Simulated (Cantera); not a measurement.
An isothermal, constant-pressure homogeneous reactor starts with NO : N₂ = 1 : 2.4 (molar parts), at 2150 K and 0.670 bar. Integrator tolerance rtol = 1e-08.

Model: GRI-Mech 3.0 (53 species, 325 reactions), integrated in Cantera.

Problem. What does this change do: pressure from 0.670 bar to 1.80 bar?

Solution. 
```json
[
 {"quantity": "x(NO) at 2.00 s", "before": "0.0109 (gas-phase equilibrium 0.00961)", "after": "0.00968 (gas-phase equilibrium 0.00962)"},
 {"quantity": "x(N₂O) at 2.00 s", "before": "4.66e-7 (gas-phase equilibrium 4.55e-7)", "after": "7.47e-7 (gas-phase equilibrium 7.46e-7)"},
 {"quantity": "x(O₂) at 2.00 s", "before": "0.141 (gas-phase equilibrium 0.142)", "after": "0.142 (gas-phase equilibrium 0.142)"},
 {"quantity": "x(NO₂) at 2.00 s", "before": "9.99e-6 (gas-phase equilibrium 8.82e-6)", "after": "1.46e-5 (gas-phase equilibrium 1.45e-5)"},
 {"quantity": "x(N₂) at 2.00 s", "before": "0.847 (gas-phase equilibrium 0.848)", "after": "0.848 (gas-phase equilibrium 0.848)"}
]
```

Problem. What does this change do: pressure from 0.670 bar to 45.0 Torr?

Solution. 
```json
[
 {"quantity": "x(NO) at 2.00 s", "before": "0.0109 (gas-phase equilibrium 0.00961)", "after": "0.0740 (gas-phase equilibrium 0.00957)"},
 {"quantity": "x(N₂O) at 2.00 s", "before": "4.66e-7 (gas-phase equilibrium 4.55e-7)", "after": "1.89e-6 (gas-phase equilibrium 1.35e-7)"},
 {"quantity": "x(O₂) at 2.00 s", "before": "0.141 (gas-phase equilibrium 0.142)", "after": "0.109 (gas-phase equilibrium 0.141)"},
 {"quantity": "x(NO₂) at 2.00 s", "before": "9.99e-6 (gas-phase equilibrium 8.82e-6)", "after": "1.77e-5 (gas-phase equilibrium 2.62e-6)"},
 {"quantity": "x(N₂) at 2.00 s", "before": "0.847 (gas-phase equilibrium 0.848)", "after": "0.815 (gas-phase equilibrium 0.847)"}
]
```

Problem. What does this change do: NO 1 to 0.15 parts?

Solution. 
```json
[
 {"quantity": "x(NO) at 2.00 s", "before": "0.0109 (gas-phase equilibrium 0.00961)", "after": "0.00770 (gas-phase equilibrium 0.00448)"},
 {"quantity": "x(N₂O) at 2.00 s", "before": "4.66e-7 (gas-phase equilibrium 4.55e-7)", "after": "2.40e-7 (gas-phase equilibrium 2.27e-7)"},
 {"quantity": "x(O₂) at 2.00 s", "before": "0.141 (gas-phase equilibrium 0.142)", "after": "0.0254 (gas-phase equilibrium 0.0270)"},
 {"quantity": "x(NO₂) at 2.00 s", "before": "9.99e-6 (gas-phase equilibrium 8.82e-6)", "after": "2.99e-6 (gas-phase equilibrium 1.79e-6)"},
 {"quantity": "x(N₂) at 2.00 s", "before": "0.847 (gas-phase equilibrium 0.848)", "after": "0.967 (gas-phase equilibrium 0.968)"}
]
```
